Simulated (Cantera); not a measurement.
An isothermal, constant-pressure homogeneous reactor starts with 24.5 % H₂, 18.9 % O₂, 56.6 % N₂, equivalence ratio 0.65, at 825 K and 0.640 bar.

Cantera simulation using GRI-Mech 3.0 (53 species, 325 reactions); the numbers are that mechanism's predictions, not measurements. Below about 950 K walls govern HO2 and H2O2 in real vessels. The temperature is held fixed by assumption; the heat of reaction is taken as removed at once.

One state of this run: x H₂ = 0.141; x O₂ = 0.140; x H₂O = 0.118; x H₂O₂ = 0.000854; x O = 1.54e-9; x NO = <1e-12; x H = 1.17e-8. x: mole fraction; the columns are a selection and need not sum to one.

Problem. Which value of t (s) does it belong to?
A. 50.0
B. 9.35
C. 0.00214
D. 0.000925

Solution. A, 50.0
